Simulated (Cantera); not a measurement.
Hydrocarbon pyrolysis for carbon deposition

An isothermal, constant-pressure homogeneous reactor starts with C2H6 : N2 = 1 : 150 (molar parts), at 1448 K and 2670 Pa.

Detailed kinetics in Cantera: GRI-Mech 3.0 (53 species, 325 reactions). GRI-Mech 3.0 stops at C3 and has no aromatics, soot or wall deposition, so with more carbon than oxygen in the feed, carbon stays in small species such as C2H2 where larger ones or solid carbon would form. Radical loss at walls, strong at low pressure, is not modelled.

```json
[
 {"t (s)": "0.000200", "x C2H6": "0.00657", "x C2H": "<1e-12", "x HCN": "<1e-12", "x CH3": "9.27e-5", "x CH2": "3.39e-9", "x H2": "3.02e-7", "x C2H4": "6.15e-7"},
 {"t (s)": "0.000406", "x C2H6": "0.00652", "x C2H": "<1e-12", "x HCN": "3.17e-12", "x CH3": "0.000185", "x CH2": "2.78e-8", "x H2": "2.98e-6", "x C2H4": "4.48e-6"},
 {"t (s)": "0.000823", "x C2H6": "0.00639", "x C2H": "<1e-12", "x HCN": "4.87e-10", "x CH3": "0.000358", "x CH2": "1.98e-7", "x H2": "2.90e-5", "x C2H4": "3.57e-5"},
 {"t (s)": "0.00167", "x C2H6": "0.00599", "x C2H": "7.88e-11", "x HCN": "3.12e-8", "x CH3": "0.000650", "x CH2": "8.66e-7", "x H2": "0.000237", "x C2H4": "0.000261"},
 {"t (s)": "0.00339", "x C2H6": "0.00477", "x C2H": "2.41e-9", "x HCN": "2.85e-7", "x CH3": "0.00101", "x CH2": "1.89e-6", "x H2": "0.00115", "x C2H4": "0.00117"},
 {"t (s)": "0.00687", "x C2H6": "0.00253", "x C2H": "1.32e-8", "x HCN": "9.15e-7", "x CH3": "0.00102", "x CH2": "2.54e-6", "x H2": "0.00330", "x C2H4": "0.00291"},
 {"t (s)": "0.0139", "x C2H6": "0.000563", "x C2H": "3.79e-8", "x HCN": "1.86e-6", "x CH3": "0.000562", "x CH2": "2.08e-6", "x H2": "0.00618", "x C2H4": "0.00366"},
 {"t (s)": "0.0283", "x C2H6": "4.90e-5", "x C2H": "4.14e-8", "x HCN": "2.59e-6", "x CH3": "0.000206", "x CH2": "7.86e-7", "x H2": "0.00854", "x C2H4": "0.00245"},
 {"t (s)": "0.0574", "x C2H6": "7.73e-6", "x C2H": "2.61e-8", "x HCN": "2.82e-6", "x CH3": "9.24e-5", "x CH2": "2.26e-7", "x H2": "0.00991", "x C2H4": "0.00132"},
 {"t (s)": "0.116", "x C2H6": "2.67e-6", "x C2H": "1.64e-8", "x HCN": "2.89e-6", "x CH3": "5.03e-5", "x CH2": "7.64e-8", "x H2": "0.0107", "x C2H4": "0.000638"},
 {"t (s)": "0.236", "x C2H6": "1.14e-6", "x C2H": "1.07e-8", "x HCN": "2.92e-6", "x CH3": "3.03e-5", "x CH2": "2.95e-8", "x H2": "0.0111", "x C2H4": "0.000254"},
 {"t (s)": "0.479", "x C2H6": "5.29e-7", "x C2H": "7.08e-9", "x HCN": "2.94e-6", "x CH3": "1.93e-5", "x CH2": "1.25e-8", "x H2": "0.0113", "x C2H4": "7.66e-5"},
 {"t (s)": "0.972", "x C2H6": "2.64e-7", "x C2H": "4.88e-9", "x HCN": "2.95e-6", "x CH3": "1.30e-5", "x CH2": "5.84e-9", "x H2": "0.0114", "x C2H4": "1.76e-5"},
 {"t (s)": "1.97", "x C2H6": "1.55e-7", "x C2H": "3.73e-9", "x HCN": "2.95e-6", "x CH3": "9.69e-6", "x CH2": "3.35e-9", "x H2": "0.0115", "x C2H4": "5.36e-6"},
 {"t (s)": "4.00", "x C2H6": "1.20e-7", "x C2H": "3.35e-9", "x HCN": "2.96e-6", "x CH3": "8.45e-6", "x CH2": "2.63e-9", "x H2": "0.0115", "x C2H4": "3.76e-6"}
]
```
x: mole fraction; the columns are a selection and need not sum to one.

Equilibrium at this temperature and pressure: C2H6 <1e-12, C2H 4.30e-10, HCN 0.0118, CH3 1.53e-8, CH2 5.87e-12, H2 0.0131, C2H4 1.08e-7 (gas phase only).
